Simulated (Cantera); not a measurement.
A perfectly stirred reactor is fed with H2 : O2 = 0.092 : 1 (molar parts), equivalence ratio 0.046, at 290 Pa; it is held at 1375 K, and followed from long to short residence time.

Computed with Cantera and GRI-Mech 3.0 (53 species, 325 reactions). Radical loss at walls, strong at low pressure, is not modelled. The temperature is held fixed by assumption; the heat of reaction is taken as removed at once.

Problem. What does this change do: pressure from 290 Pa to 2670 Pa?

Solution. 
```json
[
 {"quantity": "x(H2) at τ = 0.420 s", "before": "0.00176", "after": "0.000248"},
 {"quantity": "x(O2) at τ = 0.420 s", "before": "0.867", "after": "0.907"},
 {"quantity": "x(HO2) at τ = 0.420 s", "before": "6.58e-7", "after": "2.37e-6"},
 {"quantity": "x(H2O2) at τ = 0.420 s", "before": "2.16e-8", "after": "9.32e-8"},
 {"quantity": "x(O) at τ = 0.420 s", "before": "0.0388", "after": "0.00390"},
 {"quantity": "x(H2) at τ = 59.0 ms", "before": "0.00280", "after": "0.000801"},
 {"quantity": "x(O2) at τ = 59.0 ms", "before": "0.854", "after": "0.897"},
 {"quantity": "x(HO2) at τ = 59.0 ms", "before": "6.92e-7", "after": "4.34e-6"},
 {"quantity": "x(H2O2) at τ = 59.0 ms", "before": "2.29e-8", "after": "1.50e-7"},
 {"quantity": "x(O) at τ = 59.0 ms", "before": "0.0505", "after": "0.0130"}
]
```

Problem. What does this change do: temperature 1375 to 1125 K?

Solution. 
```json
[
 {"quantity": "x(H2) at τ = 0.420 s", "before": "0.00176", "after": "0.00163"},
 {"quantity": "x(O2) at τ = 0.420 s", "before": "0.867", "after": "0.884"},
 {"quantity": "x(HO2) at τ = 0.420 s", "before": "6.58e-7", "after": "1.32e-6"},
 {"quantity": "x(H2O2) at τ = 0.420 s", "before": "2.16e-8", "after": "3.62e-8"},
 {"quantity": "x(O) at τ = 0.420 s", "before": "0.0388", "after": "0.0234"},
 {"quantity": "x(H2) at τ = 59.0 ms", "before": "0.00280", "after": "0.00411"},
 {"quantity": "x(O2) at τ = 59.0 ms", "before": "0.854", "after": "0.867"},
 {"quantity": "x(HO2) at τ = 59.0 ms", "before": "6.92e-7", "after": "1.40e-6"},
 {"quantity": "x(H2O2) at τ = 59.0 ms", "before": "2.29e-8", "after": "3.94e-8"},
 {"quantity": "x(O) at τ = 59.0 ms", "before": "0.0505", "after": "0.0362"}
]
```
